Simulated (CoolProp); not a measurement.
The fluid at 906.45 K and 0.457 MPa expands adiabatically to 0.0317 MPa with isentropic efficiency 0.85. The same conditions are run with several fluids, on thermodynamics alone (safety and materials aside).

Values from CoolProp's reference Helmholtz-energy equation of state of each fluid (normal hydrogen: Leachman 2009; dry air: Lemmon 2000; water: Wagner 2002; oxygen: Schmidt 1985; carbon dioxide: Span 1996). Blends and air are pseudo-pure fits.

```csv
fluid,work (kJ/kg),final temperature (K),final density (kg/m³)
normal hydrogen,[?],499.1,0.0154
dry air,423,[?],0.215
water,719,[?],0.122
oxygen,390,529.0,0.231
carbon dioxide,[?],633.2,0.265
```

**Question.** What belongs in the gaps?

**Answer.** 
- normal hydrogen, work (kJ/kg): 5970
- dry air, final temperature (K): 513.7
- water, final temperature (K): 564.1
- carbon dioxide, work (kJ/kg): 315

Above 300 K oxygen's equation is extrapolated.
